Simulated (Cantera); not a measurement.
Charge: 1 mol Cr2O3, 15 mol H2, 2.5 mol N2, equilibrated at 1975 °C and 1.80 bar.

Equilibrium computed with Cantera from the NASA thermochemical tables; the gas is ideal and each condensed phase is pure. Candidate condensed phases: Cr, CrN, Cr2N, Cr2O3, H2O; 29 gas species. Mutual solubility and eutectic melting of coexisting phases are not modelled. Equilibrium is a limit: real reactors are often held back by kinetics, nucleation or transport.

Base state: H2 0.817, N2 0.141, H2O 0.0291, Cr 0.00697, H 0.00495, CrO 0.000215, OH 2.64e-5 (mole fractions); condensed: Cr(l) + Cr2O3(s).

What changes in the equilibrium state with this change: Cr2O3 replaced by FeS?


```
species         before     after
-------------  -------  --------
H2               0.817     0.804
N2               0.141     0.140
H2S                  0    0.0307
H2O             0.0291         0
Cr             0.00697         0
Fe                   0   0.00237
SH                   0   0.00917
S2                   0   0.00770
S                    0  0.000883
Cr(l), mol       0.219         0
Cr2O3(s), mol    0.827         0
Fe(l), mol           0     0.958
```
Further candidate phases: Fe, FeS, FeS2, S.

What changes in the equilibrium state with this change: temperature from 1975 °C to 1575 °C?


| species | before | after |
|---|---|---|
| H2 | 0.817 | 0.850 |
| N2 | 0.141 | 0.143 |
| H2O | 0.0291 | 0.00683 |
| Cr | 0.00697 | 9.95e-5 |
| CrO | 0.000215 | 4.48e-7 |
| OH | 2.64e-5 | 2.16e-7 |
| H | 0.00495 | 0.000365 |
| NH3 | 6.97e-6 | 1.41e-5 |
| Cr(l), mol | 0.219 | 0 |
| Cr2O3(s), mol | 0.827 | 0.960 |
| Cr(s), mol | 0 | 0.0780 |

What changes in the equilibrium state with this change: temperature from 1975 °C to 927 °C?


```
species          before     after
-------------  --------  --------
H2                0.817     0.857
N2                0.141     0.143
H2O              0.0291  0.000303
Cr              0.00697     <1e-9
CrO            0.000215     <1e-9
H               0.00495   1.36e-7
Cr(l), mol        0.219         0
Cr2O3(s), mol     0.827     0.998
CrN(s), mol           0   0.00354
```
